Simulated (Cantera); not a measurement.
**Thermodynamics of silicon carbide growth, feed CH3SiCl3 + HCl + H2**

Feed: 1 mol CH3SiCl3, 0.019 mol HCl, a varied amount of H2, equilibrated at 1675 K and 1.33 mbar.

These are equilibrium values from Cantera (NASA tables, ideal gas, pure condensed phases), not measurements of a reactor. Candidate condensed phases: C, C6H6, C7H8, C8H18, Si, SiC; 109 gas species. The feed counts by its element totals alone. Equilibrium is a limit: real reactors are often held back by kinetics, nucleation or transport.

From 26 mol H2 to 49 mol H2 the condensed part is C(graphite) + SiC(s). From 67 mol H2 to 230 mol H2 the condensed part is SiC(s). The main Si-bearing gas is SiCl2 throughout.

```
n(H2) (mol)   x H2   x HCl      x H   x SiCl2  n C(graphite)  n SiC(s)
-----------  -----  ------  -------  --------  -------------  --------
26           0.894   0.102  0.00301  0.000570         0.0138     0.983
36           0.920  0.0764  0.00305  0.000308        0.00812     0.988
49           0.939  0.0575  0.00308  0.000170        0.00348     0.991
67           0.954  0.0427  0.00311   9.69e-5              0     0.993
92           0.965  0.0315  0.00312   6.34e-5              0     0.993
130          0.974  0.0225  0.00314   3.93e-5              0     0.994
170          0.979  0.0173  0.00315   2.67e-5              0     0.994
230          0.984  0.0129  0.00315   1.69e-5              0     0.994
```
x: gas mole fraction; n: condensed amount in mol.
